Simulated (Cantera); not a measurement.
Charge: 1 mol H2S, 0.094 mol H2O, 0.13 mol O2, held at 2700 K and 20.0 bar.

Equilibrium computed with Cantera from the NASA thermochemical tables; the gas is ideal and each condensed phase is pure. Candidate condensed phases: H2O, H2SO4, S; 19 gas species. Equilibrium is a limit: real reactors are often held back by kinetics, nucleation or transport.

Base state: H2 0.372, S2 0.215, H2O 0.189, H2S 0.111, SH 0.0636, SO 0.0194, S 0.00989, SO2 0.00878 (mole fractions); condensed: gas only.

Question: What changes in the equilibrium state with this change: O2 from 0.13 to 0.49 mol?

Answer: 
```json
[
 {"species": "H2O", "before": "0.189", "after": "0.367"},
 {"species": "H2", "before": "0.372", "after": "0.201"},
 {"species": "S2", "before": "0.215", "after": "0.158"},
 {"species": "SO2", "before": "0.00878", "after": "0.0978"},
 {"species": "SO", "before": "0.0194", "after": "0.0599"},
 {"species": "H2S", "before": "0.111", "after": "0.0516"},
 {"species": "SH", "before": "0.0636", "after": "0.0401"},
 {"species": "O2", "before": "2.73e-6", "after": "3.54e-5"},
 {"species": "O", "before": "1.33e-5", "after": "4.81e-5"},
 {"species": "S2O", "before": "0.00265", "after": "0.00705"},
 {"species": "OH", "before": "0.00101", "after": "0.00266"}
]
```
